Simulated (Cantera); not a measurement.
A freely propagating, adiabatic, planar premixed flame of CH4 : O2 : N2 = 1 : 2.9 : 10.9 (molar parts), equivalence ratio 0.69, unburnt at 300 K and 1950 Torr; mixture-averaged transport, grid criteria slope 0.08 and curve 0.16, no radiation.

Computed with Cantera and GRI-Mech 3.0 (53 species, 325 reactions). Burning velocities carry a grid error of a few per cent, more on coarse grids.

### Question
Predict: laminar burning velocity; thermal thickness; peak x(CH2O); peak x(C2H6); peak x(C2H2); peak x(H).

### Answer
| Quantity | Result |
|---|---|
| laminar burning velocity | 11.7 cm/s |
| thermal thickness | 0.397 mm |
| peak x(CH2O) | 0.000919 |
| peak x(C2H6) | 0.000313 |
| peak x(C2H2) | 1.37e-5 |
| peak x(H) | 0.000455 |
